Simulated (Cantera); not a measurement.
Cantera run:

```python
import numpy as np
import cantera as ct

gas_names = """
    OH Ca CL HCL
""".split()
cond_names = """
    CaO(s) CaO(L)
""".split()


# ... load() reads the species with a 1 bar reference pressure and builds the phases ...
species = {s.name: s for s in load("nasa_gas.yaml", gas_names) + load("nasa_condensed.yaml", cond_names)}
# Each term lists the table entries of one substance; the one whose range holds T is used.
reactions = {
    'OH(g) + Ca(g) + Cl(g) = CaO + HCl(g)':
        [(-1, ['OH']), (-1, ['Ca']), (-1, ['CL']), (1, ['CaO(s)', 'CaO(L)']), (1, ['HCL'])],
}


def pick(names, T):
    return next(species[n] for n in names if species[n].thermo.min_temp <= T <= species[n].thermo.max_temp)


results = []
for label, terms in reactions.items():
    print(label)
    print("     T/K   dH/kJ  dS/(J/K)   dG/kJ   log10 K")
    for T in [300, 1250, 1350, 1450, 1550, 1650, 1750, 1850, 1950, 2050, 2150, 2250]:
        used = [(nu, pick(names, T)) for nu, names in terms]
        dH = sum(nu * s.thermo.h(T) for nu, s in used) / 1e6
        dS = sum(nu * s.thermo.s(T) for nu, s in used) / 1e3
        dG = dH - T * dS / 1e3
        logK = -dG * 1e6 / (ct.gas_constant * T * np.log(10))
        results.append((label, T, dH, dS, dG, logK, [s.name for _, s in used]))
        print(f"{T:8g} {dH:8.1f} {dS:8.1f} {dG:8.1f} {logK:8.2f}")
```

Result:

```
OH(g) + Ca(g) + Cl(g) = CaO + HCl(g)
     T/K   dH/kJ  dS/(J/K)   dG/kJ   log10 K
     300  -1065.8   -278.7   -982.2   171.02
    1250  -1057.8   -268.8   -721.8    30.16
    1350  -1056.4   -267.7   -694.9    26.89
    1450  -1055.0   -266.7   -668.2    24.07
    1550  -1053.5   -265.7   -641.6    21.62
    1650  -1051.9   -264.8   -615.1    19.47
    1750  -1050.3   -263.8   -588.6    17.57
    1850  -1048.7   -262.9   -562.3    15.88
    1950  -1047.0   -262.0   -536.1    14.36
    2050  -1045.3   -261.2   -509.9    12.99
    2150  -1043.6   -260.3   -483.8    11.75
    2250  -1041.8   -259.5   -457.8    10.63
```

Source: NASA polynomial tables (part measured, part estimated), evaluated in Cantera. Condensed species are held in their standard states even where they would react or evaporate.
